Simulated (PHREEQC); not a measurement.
Dissolve 0.0058 mol CuSO4, 0.057 mol CaCl2, 0.0008 mol Na2SiF6 and 0.15 mol NaCl per kg of water at 25 °C. Closed to the air; pH follows from the charge balance.

Equilibrium calculation in PHREEQC: ion-association model, phreeqc.dat.

```yaml
pH: 3.23
ionic_strength: 0.335 mol/kgw
activity_of_water: 0.992
specific_conductance: 25100 µS/cm
density: 1.009 g/cm³
total_alkalinity: -3.20 meq/kg
```

```tsv
species	molality	activity	log γ
Cl-	0.263	0.178	-0.169
Na+	0.151	0.110	-0.139
Ca+2	0.0551	0.0155	-0.550
Cu+2	0.00462	0.00130	-0.552
SO4-2	0.00308	0.000742	-0.619
CaSO4	0.00189	0.00205	0.034
F-	0.00155	0.00103	-0.177
CuCl+	0.000914	0.000621	-0.168
HF	0.000833	0.000900	0.034
H+	0.000749	0.000583	-0.109
NaSO4-	0.000570	0.000408	-0.146
H4SiO4	0.000414	0.000447	0.034
SiF6-2	0.000386	9.58e-5	-0.605
CuSO4	0.000182	0.000196	0.034
NaF	6.01e-5	6.49e-5	0.034
```

Precipitation was switched off in this run. Examples of supersaturated solids here: Fluorite, Quartz (slow to form). Others may be too. SiF6-2 is the database's only silicon fluoride.
